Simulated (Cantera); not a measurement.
Thermodynamics of silicon oxide and oxynitride deposition, feed SiF4 + NO + N2

A closed system holds: 1 mol SiF4, a varied amount of NO, 5.7 mol N2, equilibrated at 1850 °C and 100000 Pa.

These are equilibrium values from Cantera (NASA tables, ideal gas, pure condensed phases), not measurements of a reactor. Candidate condensed phases: Si, SiO2, Si2N2O, Si3N4; 28 gas species. The tables' values for SiF3 are old estimates; treat these amounts as uncertain. The tables hold silica as quartz up to 1696 K and as liquid above; real silica turns to tridymite and cristobalite and melts near 1996 K. Equilibrium is a limit: real reactors are often held back by kinetics, nucleation or transport.

From 3.3 mol NO to 12 mol NO nothing is condensed. From 14 mol NO to 18 mol NO the condensed part is SiO2(l). The main Si-bearing gas is SiF4 throughout.

| n(NO) (mol) | x N2 | x O2 | x SiF4 | x NO | n SiO2(l) |
|---|---|---|---|---|---|
| 3.3 | 0.730 | 0.160 | 0.0998 | 0.00886 | 0 |
| 4.6 | 0.703 | 0.198 | 0.0883 | 0.00967 | 0 |
| 5.9 | 0.681 | 0.228 | 0.0792 | 0.0102 | 0 |
| 7.2 | 0.663 | 0.253 | 0.0718 | 0.0106 | 0 |
| 8.5 | 0.649 | 0.274 | 0.0656 | 0.0109 | 0 |
| 9.8 | 0.636 | 0.291 | 0.0605 | 0.0111 | 0 |
| 11 | 0.627 | 0.304 | 0.0563 | 0.0113 | 0 |
| 12 | 0.620 | 0.314 | 0.0533 | 0.0114 | 0 |
| 14 | 0.607 | 0.332 | 0.0482 | 0.0116 | 0.000120 |
| 15 | 0.602 | 0.339 | 0.0460 | 0.0117 | 0.000143 |
| 16 | 0.597 | 0.346 | 0.0439 | 0.0118 | 0.000165 |
| 18 | 0.589 | 0.358 | 0.0404 | 0.0119 | 0.000208 |
x: gas mole fraction; n: condensed amount in mol.
